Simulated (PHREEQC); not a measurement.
Solution (35 °C): 0.00066 mol Na2SiF6 per kg of water. Closed to the air; pH follows from the charge balance.

The numbers come from PHREEQC with the ion-association model, wateq4f.dat.

Precipitation was switched off in this run.

Predict the pH.

pH 3.28.

In which forms is Si present?

H4SiO4 71 %, SiF6-2 29 % of the Si.

Examples of supersaturated solids here: Quartz (slow to form), Chalcedony (slow to form). Others may be too. Complexes and solids missing from the database can't appear. SiF6-2 is the database's only silicon fluoride.
